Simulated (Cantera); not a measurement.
Cantera run, input and output.

```python
import numpy as np
import cantera as ct

gas = ct.Solution("gri30.yaml")
gas.TPX = 1325, 1000000, {'CH4': 0.0088, 'O2': 0.0076, 'N2': 1, 'H2O': 0.0014}
reactor = ct.IdealGasConstPressureReactor(gas, energy="off", clone=False)
net = ct.ReactorNet([reactor])
net.rtol, net.atol = 1e-08, 1e-18
show = ['CH4', 'O2', 'NO', 'C2H2', 'H2']
times = np.geomspace(2e-05, 70, 11)

steps = ct.SolutionArray(gas, extra=["t"])
rows = []
print(f"{'t/s':>10s}{'T/K':>9s}{'P/Pa':>11s}" + "".join(f"{s:>11s}" for s in show))
for t in times:
    while net.time < t:
        t_next = net.step()
        steps.append(gas.state, t=t_next)
    rows.append([np.interp(t, steps.t, y) for y in (steps.T, steps.P, *steps(*show).X.T)])
    print(f"{t:10.3e}{rows[-1][0]:9.1f}{rows[-1][1]:11.4g}" + "".join(f"{x:11.3e}" for x in rows[-1][2:]))
rate = np.gradient(steps.T, steps.t)
print("integrator steps:", len(steps.t))
if steps.T.max() > steps.T[0] + 200:
    print(f"time of steepest temperature rise: {steps.t[rate.argmax()]:.4e} s")
gas.TPX = 1325, 1000000, {'CH4': 0.0088, 'O2': 0.0076, 'N2': 1, 'H2O': 0.0014}
gas.equilibrate("TP")
print(f"equilibrium (TP): T = {gas.T:.1f} K  " + "  ".join(f"{s} {gas[s].X[0]:.3e}" for s in show))
```

Output:

```
       t/s      T/K       P/Pa        CH4         O2         NO       C2H2         H2
 2.000e-05   1325.0      1e+06  8.646e-03  7.467e-03  2.865e-18  6.744e-20  2.784e-09
 9.025e-05   1325.0      1e+06  8.646e-03  7.467e-03  1.952e-17  4.111e-17  1.528e-08
 4.072e-04   1325.0      1e+06  8.646e-03  7.467e-03  2.106e-16  3.161e-14  1.080e-07
 1.838e-03   1325.0      1e+06  8.642e-03  7.465e-03  2.785e-15  1.721e-11  8.892e-07
 8.292e-03   1325.0      1e+06  8.615e-03  7.452e-03  2.411e-14  1.617e-09  7.118e-06
 3.742e-02   1325.0      1e+06  8.333e-03  7.299e-03  7.960e-13  3.110e-07  1.145e-04
 1.688e-01   1325.0      1e+06  2.069e-03  4.538e-04  1.785e-09  3.048e-04  4.452e-03
 7.619e-01   1325.0      1e+06  1.903e-03  1.662e-05  8.213e-10  4.258e-04  4.759e-03
 3.438e+00   1325.0      1e+06  1.843e-03  3.597e-08  1.633e-10  4.503e-04  5.090e-03
 1.551e+01   1325.0      1e+06  1.653e-03  1.448e-15  2.846e-12  5.155e-04  6.026e-03
 7.000e+01   1325.0      1e+06  1.323e-03  1.201e-15  2.315e-12  5.927e-04  7.089e-03
integrator steps: 2101
equilibrium (TP): T = 1325.0 K  CH4 1.101e-08  O2 3.962e-16  NO 2.253e-11  C2H2 1.169e-14  H2 1.261e-02
```

Detailed kinetics in Cantera: GRI-Mech 3.0 (53 species, 325 reactions).
